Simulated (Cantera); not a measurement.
Charge: 1 mol MgO, 0.52 mol C, 2.3 mol CO, equilibrated at 1023.15 K and 100000 Pa.

Cantera equilibrium calculation (NASA polynomials, part measured and part estimated; ideal gas, pure solids and liquids). Candidate condensed phases: C, Mg, MgCO3, MgO; 15 gas species. The numbers say what is thermodynamically allowed, not how fast it happens.

Base state: CO 0.782, CO2 0.218 (mole fractions); condensed: C(graphite) + MgO(s).

**Question.** What changes in the equilibrium state with this change: temperature from 1023.15 K to 1323.15 K?

**Answer.** 
```csv
species,before,after
CO,0.782,0.996
CO2,0.218,0.00391
"C(graphite), mol",0.932,0.529
"MgO(s), mol",1.00,1.00
```
